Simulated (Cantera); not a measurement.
Charge: 1 mol SiHCl₃, 0.54 mol NH₃, equilibrated at 475 °C and 100000 Pa.

Equilibrium computed with Cantera from the NASA thermochemical tables; the gas is ideal and each condensed phase is pure. Candidate condensed phases: NH₄Cl, Si, Si₃N₄; 28 gas species. Kinetics and transport are ignored.

Base state: H₂ 0.483, SiCl₄ 0.284, HCl 0.223, N₂ 0.00975, SiHCl₃ 0.000272, NH₃ 0.000173 (mole fractions); condensed: Si₃N₄(s).

What changes in the equilibrium state with this change: NH₃ from 0.54 to 0.86 mol?


```tsv
species	before	after
H₂	0.483	0.491
HCl	0.223	0.266
SiCl₄	0.284	0.195
N₂	0.00975	0.0474
NH₃	0.000173	0.000391
SiHCl₃	0.000272	0.000159
Si₃N₄(s), mol	0.124	0.147
```

What changes in the equilibrium state with this change: NH₃ from 0.54 to 7.7 mol?


```
species          before    after
-------------  --------  -------
H₂                0.483    0.642
N₂              0.00975    0.194
HCl               0.223    0.158
SiCl₄             0.284  0.00553
SiHCl₃         0.000272  9.90e-6
NH₃            0.000173  0.00118
Si₃N₄(s), mol     0.124    0.303
```
